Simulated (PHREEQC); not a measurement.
A column of 0.1 m (40 cells, dispersivity 0.008 m, 60 s a shift, diffusion coefficient 3e-10 m²/s) holds 0.0039 eq of the database's cation exchanger X per kg of pore water, first in equilibrium with 0.021 mol MgCl2, 0.037 mol CaCl2, 0.00033 mol NaCl and 1e-05 mol HCl per kg of water. It is flushed with 2 mmol/kgw MgSO4 and 0.01 mmol/kgw HCl, at 40 °C. Values are for the last cell. No CO2 enters from the air. No solid was allowed to form.

The numbers come from PHREEQC with the ion-association model, phreeqc.dat.

```csv
pore volumes,S in solution (mol/kgw),Na in solution (mol/kgw),Cl in solution (mol/kgw)
0,0,0.000330,0.116
0.2625,3.52e-7,0.000330,0.116
0.3875,1.77e-5,0.000327,0.115
0.6375,0.000322,0.000278,0.0976
0.7625,0.000604,0.000231,0.0812
1.012,0.00118,0.000138,0.0480
1.262,0.00157,7.18e-5,0.0248
1.387,0.00170,5.03e-5,0.0172
1.637,0.00186,2.38e-5,0.00802
1.762,0.00191,1.62e-5,0.00540
2.013,0.00196,7.43e-6,0.00240
2.263,0.00198,3.36e-6,0.00105
2.388,0.00199,2.26e-6,0.000695
2.638,0.00199,1.01e-6,0.000304
2.763,0.00200,6.76e-7,0.000202
3.013,0.00200,3.01e-7,9.18e-5
3.263,0.00200,1.33e-7,4.47e-5
3.388,0.00200,8.87e-8,3.26e-5
3.638,0.00200,3.92e-8,1.96e-5
3.763,0.00200,2.60e-8,1.62e-5
4.013,0.00200,1.15e-8,1.26e-5
```

Constants without temperature data keep their 25 °C values here.
